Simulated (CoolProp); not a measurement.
Vapour-liquid equilibrium of R142b (1) + R113 (2) at 0.702 MPa; x and y are mole fractions of (1).

Computed with CoolProp (multi-fluid Helmholtz-energy mixture model, Lemmon 2006 and Marx 1992; pair parameters Bell 2016).

### Question
Give the bubble temperature and the first vapour's composition at x = 0.05, 0.5, 0.65. Is there an azeotrope?

### Answer
x = 0.05: 386.9 K, y = 0.168; x = 0.5: 345.1 K, y = 0.808; x = 0.65: 337.5 K, y = 0.883. No azeotrope shows between x = 0.05 and 0.95.

The pair parameters rest on a limited set of measurements; away from them the model extrapolates.
